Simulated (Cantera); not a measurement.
**Diamond growth**

A diamond (100) surface in a fixed gas of H2 with x(CH4) = 0.002, x(H) = 0.0038, x(CH3) = 0.00026, 5900 Pa; coverages are run to steady state.

Detailed kinetics in Cantera: the Harris–Goodwin 1993 mechanism for the reconstructed diamond (100) surface.

```csv
T (K),growth (µm/h),θ c6HH,θ c6H*,θ c6*H,θ c6**,θ c6HM
900,4.46,0.646,0.00979,0.273,0.00401,0.0535
975,6.65,0.589,0.0154,0.337,0.00751,0.0382
1050,8.43,0.534,0.0221,0.394,0.0126,0.0254
1125,7.72,0.485,0.0298,0.445,0.0195,0.0130
1200,4.84,0.441,0.0379,0.485,0.0280,0.00430
1275,3.15,0.401,0.0460,0.513,0.0373,0.00110
1350,2.82,0.367,0.0538,0.531,0.0470,0.000269
```
θ: site fractions in the mechanism's names (c6HH fully hydrogenated, c6H* and c6*H radical sites, c6** diradical, c6HM methylated).
